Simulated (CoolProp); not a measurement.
Vapour-liquid equilibrium of m-xylene (1) + n-decane (2) at 377 K; x and y are mole fractions of (1).

Model: multi-fluid Helmholtz-energy mixture model, Zhou 2012 and Lemmon 2006; pair parameters Bell 2016, in CoolProp.

```
x     bubble pressure (bar)  y at the bubble point  dew pressure at overall composition x (bar)  liquid density (mol/L)
----  ---------------------  ---------------------  -------------------------------------------  ----------------------
0.05                 0.1253                  0.154                                       0.1155                   4.761
0.15                 0.1518                  0.371                                       0.1249                   4.958
0.25                 0.1769                  0.520                                       0.1358                   5.169
0.35                 0.2012                  0.631                                       0.1487                   5.396
0.45                 0.2249                  0.717                                       0.1642                   5.642
0.55                 0.2483                  0.788                                       0.1829                   5.908
0.65                 0.2717                  0.848                                       0.2061                   6.197
0.75                 0.2952                  0.899                                       0.2352                   6.512
0.85                 0.3189                  0.944                                       0.2726                   6.856
0.95                 0.3428                  0.982                                       0.3227                   7.233
```

No azeotrope shows between x = 0.05 and 0.95.

Pair parameters are fitted to limited data, so mixtures are less certain than the pure fluids.
